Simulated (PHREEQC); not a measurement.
Solution (30 °C): 0.0018 mol/kgw NaH2PO4, 0.2 mol/kgw Na2HPO4 and 0.0011 mol/kgw KCl. Closed to the air; pH follows from the charge balance.

The numbers come from PHREEQC with the ion-association model, phreeqc.dat.

```
quantity              before     after
-------------------  -------  --------
pH                      8.57      7.95
NaHPO4- (mol/kgw)     0.0270  0.000669
H2PO4- (mol/kgw)     0.00217   0.00180
SI of Halite (NaCl)    -5.30     -6.11
SI of Sylvite (KCl)    -7.26     -7.04
```

Problem. Name the change that produced these shifts.
A) Na2HPO4 from 0.2 to 0.04 mol/kgw
B) Na2HPO4 from 0.2 to 0.22 mol/kgw
C) Na2HPO4 left out
D) temperature from 30 to 70 °C
E) Na2HPO4 from 0.2 to 0.02 mol/kgw

Solution. E, Na2HPO4 from 0.2 to 0.02 mol/kgw

No solid was allowed to form.
